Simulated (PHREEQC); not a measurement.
0.14 g of hydrous ferric oxide (600 m²/g; 0.2 weak and 0.005 strong sites per Fe, Dzombak-Morel constants, diffuse double layer) in 1 kg of water with 0.05 mol/kgw of an inert sodium salt and 0.00055 mol NaF, 2.6e-06 mol Ag2SO4 and 2.4e-06 mol NaH2PO4, at 25 °C; the pH is set by adding NaOH or the inert anion's acid. Oxygen is held at 0.21 atm. CO2 from the air is kept out. Nothing may precipitate in this run.

Base run: PHREEQC, ion-association model, wateq4f.dat. Each further column changes one thing. The table gives F sorbed (%).

| pH | base | no electrostatic term (-no_edl) | background salt from 0.05 to 0.005 mol/kgw | oxide from 0.14 to 0.7 g/kgw |
|---|---|---|---|---|
| 3 | 25.6 | 0.3 | 37.1 | 80.1 |
| 3.75 | 28.6 | 0.5 | 38.2 | 85.1 |
| 4.5 | 26.3 | 0.6 | 33.5 | 81.3 |
| 5.25 | 20.5 | 0.6 | 25.4 | 69.4 |
| 6 | 13.1 | 0.6 | 16.3 | 50.0 |
| 6.75 | 6.4 | 0.7 | 8.1 | 27.8 |
| 7.5 | 2.2 | 0.8 | 2.7 | 10.7 |
| 8.25 | 0.6 | 0.8 | 0.6 | 2.9 |
| 9 | 0.1 | 0.5 | 0.1 | 0.7 |

H3PO4, which wateq4f.dat lacks, is added to it with the constant of phreeqc.dat. The database has no phosphate complexes of Ag. The oxide is taken as insoluble; below pH 4 it would dissolve.
